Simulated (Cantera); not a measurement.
A closed system holds: 1 mol Si3N4, 0.19 mol N2O, 2.1 mol H2, equilibrated at 1048.15 K and 0.100 bar.

Method: chemical equilibrium by Gibbs-energy minimisation in Cantera with the NASA 1993 tables (ideal gas, pure condensed phases). Candidate condensed phases: H2O, Si, SiO2, Si2N2O, Si3N4; 35 gas species. Mutual solubility and eutectic melting of coexisting phases are not modelled. Kinetics and transport are ignored.

Base state: H2 0.892, N2 0.108, NH3 1.19e-5 (mole fractions); condensed: Si2N2O(s) + Si3N4(s).

What changes in the equilibrium state with this change: N2O from 0.19 to 0.46 mol?


```
species          before    after
--------------  -------  -------
H2                0.892    0.774
N2                0.108    0.226
NH3             1.19e-5  1.39e-5
Si2N2O(s), mol    0.190    0.460
Si3N4(s), mol     0.873    0.693
```
